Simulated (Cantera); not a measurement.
A closed system holds: 1 mol CH3OH, 13 mol H2, at 2173 K and 1 atm.

Cantera equilibrium calculation (NASA polynomials, part measured and part estimated; ideal gas, pure solids and liquids). Candidate condensed phases: C, C6H6, C7H8, C8H18, H2O; 110 gas species. Rates play no part.

Base state: H2 0.933, CO 0.0623, H 0.00463, H2O 4.65e-5, CH4 1.94e-5, C2H2 (acetylene) 1.29e-5 (mole fractions); condensed: gas only.

Q: What changes in the equilibrium state with this change: CH3OH replaced by C3H6?

A: 
```
species            before     after
----------------  -------  --------
H2                  0.933     0.993
H                 0.00463   0.00478
C2H2 (acetylene)  1.29e-5   0.00219
CO                 0.0623         0
H2O               4.65e-5         0
CH4               1.94e-5  0.000278
CH3               1.86e-6   2.58e-5
C(graphite), mol        0      2.92
```
